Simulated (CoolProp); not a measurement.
C3F8 (R218) at 293.15 K and 1.17 MPa flows at 0.25 m/s in a round tube of 25 mm bore and 15 µm roughness, fully developed (64/Re and Nu = 3.66 if laminar; Colebrook and Gnielinski if turbulent). Each further row changes one setting.

Computed with CoolProp (reference Helmholtz-energy equation of state, Lemmon 2006). It is a short technical equation, of lower accuracy than the large ones.

```json
[
 {"case": "as stated", "Reynolds number": "46200", "Darcy friction factor": "[?]", "pressure drop (Pa/m)": "39.4", "heat-transfer coefficient (W/(m² K))": "506", "mass flow (kg/h)": "600"},
 {"case": "velocity 0.5 m/s", "Reynolds number": "92300", "Darcy friction factor": "0.0209", "pressure drop (Pa/m)": "142", "heat-transfer coefficient (W/(m² K))": "950", "mass flow (kg/h)": "1200"},
 {"case": "diameter 50 mm", "Reynolds number": "92300", "Darcy friction factor": "[?]", "pressure drop (Pa/m)": "[?]", "heat-transfer coefficient (W/(m² K))": "454", "mass flow (kg/h)": "2400"}
]
```

Fill in the missing entries.


- as stated, Darcy friction factor: 0.0232
- diameter 50 mm, Darcy friction factor: 0.0197
- diameter 50 mm, pressure drop (Pa/m): 16.7

Viscosity comes from a separate model (Huber 2003), an estimate that may be off by 10 % or more. Thermal conductivity comes from a separate model (Huber 2003), an estimate that may be off by 10 % or more.
